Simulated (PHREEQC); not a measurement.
Consider water at 25 °C with 4.4 mmol/kgw HF. Closed to the air; pH follows from the charge balance.

All values are PHREEQC results (ion-association model, phreeqc.dat), not measurements.

Precipitation was switched off in this run.

Problem. What pH, specific conductance, ionic strength does the model give?

Solution. pH 2.85; specific conductance 573 µS/cm; ionic strength 0.00146 mol/kgw.

Problem. In which forms is F present?

Solution. HF 66 %, F- 33 %, HF2- 0.7 % of the F.
